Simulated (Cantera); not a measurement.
# Si₂Cl₆ + H₂ (silicon epitaxy and polysilicon growth)

A closed system holds: 1 mol Si₂Cl₆, a varied amount of H₂, at 702 °C and 500 Pa.

Equilibrium computed with Cantera from the NASA thermochemical tables; the gas is ideal and each condensed phase is pure. Candidate condensed phases: Si; 19 gas species. The feed counts by its element totals alone. The tables' values for SiCl₃ are old estimates; treat these amounts as uncertain. The numbers say what is thermodynamically allowed, not how fast it happens.

```csv
n(H₂) (mol),x H₂,x HCl,x SiCl₄,x SiHCl₃,x SiCl₂,x SiCl₃,n Si(s)
120,0.974,0.0178,0.00591,0.00185,0.000526,0.000331,0.941
160,0.978,0.0160,0.00383,0.00134,0.000423,0.000239,1.05
220,0.982,0.0141,0.00226,0.000901,0.000325,0.000161,1.18
290,0.985,0.0124,0.00135,0.000614,0.000251,0.000109,1.31
390,0.988,0.0106,0.000724,0.000386,0.000184,6.86e-5,1.46
520,0.990,0.00893,0.000362,0.000229,0.000130,4.08e-5,1.59
690,0.992,0.00735,0.000165,0.000128,8.79e-5,2.27e-5,1.71
920,0.994,0.00588,6.73e-5,6.51e-5,5.61e-5,1.15e-5,1.81
```
x: gas mole fraction; n: condensed amount in mol.

From 120 mol H₂ to 920 mol H₂ the condensed part is Si(s). The main Si-bearing gas is SiCl₄ throughout. The share of Si in condensed phases is highest at 920 mol H₂ (90.5 %) and lowest at 120 mol H₂ (47.0 %).
